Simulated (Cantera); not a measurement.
Charge: 1 mol PH3, 2 mol H2O, 0.25 mol H2, equilibrated at 0.0900 Torr.

These are equilibrium values from Cantera (NASA tables, ideal gas, pure condensed phases), not measurements of a reactor. Candidate condensed phases: H2O, P, P4O10; 17 gas species. Gases not in the tables: HPO2, HPO3 and P4O6. Equilibrium is a limit: real reactors are often held back by kinetics, nucleation or transport.

x: gas mole fraction; nothing condenses.

```json
[
 {"T (K)": "2523", "x H": "0.699", "x O": "0.0836", "x PO": "0.105", "x P": "0.00314", "x H2": "0.0759", "x OH": "0.0139"},
 {"T (K)": "2623", "x H": "0.741", "x O": "0.101", "x PO": "0.0987", "x P": "0.00744", "x H2": "0.0371", "x OH": "0.00782"},
 {"T (K)": "2723", "x H": "0.756", "x O": "0.114", "x PO": "0.0881", "x P": "0.0163", "x H2": "0.0179", "x OH": "0.00426"},
 {"T (K)": "2823", "x H": "0.755", "x O": "(withheld)", "x PO": "(withheld)", "x P": "(withheld)", "x H2": "(withheld)", "x OH": "(withheld)"},
 {"T (K)": "2923", "x H": "0.746", "x O": "0.147", "x PO": "0.0525", "x P": "0.0479", "x H2": "0.00436", "x OH": "0.00138"},
 {"T (K)": "3023", "x H": "0.736", "x O": "0.162", "x PO": "0.0341", "x P": "0.0644", "x H2": "0.00226", "x OH": "0.000817"},
 {"T (K)": "3123", "x H": "0.727", "x O": "0.174", "x PO": "0.0200", "x P": "0.0771", "x H2": "0.00123", "x OH": "0.000487"},
 {"T (K)": "3223", "x H": "0.721", "x O": "0.181", "x PO": "(withheld)", "x P": "0.0852", "x H2": "(withheld)", "x OH": "(withheld)"},
 {"T (K)": "3323", "x H": "0.718", "x O": "0.185", "x PO": "0.00602", "x P": "0.0898", "x H2": "0.000413", "x OH": "0.000180"},
 {"T (K)": "3423", "x H": "0.716", "x O": "0.188", "x PO": "0.00327", "x P": "0.0923", "x H2": "0.000252", "x OH": "0.000113"}
]
```

Complete the blanks.


- 2823, x O: 0.130
- 2823, x PO: 0.0720
- 2823, x P: 0.0305
- 2823, x H2: 0.00871
- 2823, x OH: 0.00239
- 3223, x PO: 0.0111
- 3223, x H2: 0.000699
- 3223, x OH: 0.000294
